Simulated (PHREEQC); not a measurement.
MgCl2 is added in steps, without added water, to 1 kg of water holding 30 mmol/kgw NiSO4 and 120 mmol/kgw NaCl, at 90 °C. Oxygen is held at 0.21 atm. CO2 from the air is kept out. The run lets Brucite, Ni(OH)2, Ni4(OH)6SO4, Halite, Mirabilite, Epsomite, Morenosite precipitate or redissolve, and no other solid.

Base run: PHREEQC, ion-association model, wateq4f.dat. Each further column changes one thing. The table gives SO4-2 (mol/kgw).

| MgCl2 added (mol) | base | NaCl left out | diluted 5-fold with water | NaCl from 0.12 to 0.24 mol/kgw | no solid may form |
|---|---|---|---|---|---|
| 0 | 0.0187 | 0.0175 | 0.00448 | 0.0184 | 0.0187 |
| 0.045 | 0.00991 | 0.00831 | 0.00142 | 0.0107 | 0.00991 |
| 0.1125 | 0.00644 | 0.00572 | 0.00106 | 0.00694 | 0.00644 |
| 0.1575 | 0.00551 | 0.00503 | 0.000951 | 0.00586 | 0.00551 |
| 0.2025 | 0.00490 | 0.00457 | 0.000876 | 0.00516 | 0.00490 |
| 0.2475 | 0.00447 | 0.00422 | 0.000817 | 0.00466 | 0.00447 |
| 0.315 | 0.00398 | 0.00382 | 0.000745 | 0.00411 | 0.00398 |
| 0.36 | 0.00373 | 0.00360 | 0.000705 | 0.00383 | 0.00373 |

The ionic strength passes 0.7 mol/kgw, the rough limit of the ion-association models, in part of: base; NaCl left out; diluted 5-fold with water; NaCl from 0.12 to 0.24 mol/kgw; no solid may form. Away from 25 °C the constants follow the database's enthalpies or fits; those with neither stay at their 25 °C values. Solids allowed in the column 'NaCl left out': Brucite, Ni(OH)2, Ni4(OH)6SO4, Epsomite, Morenosite.
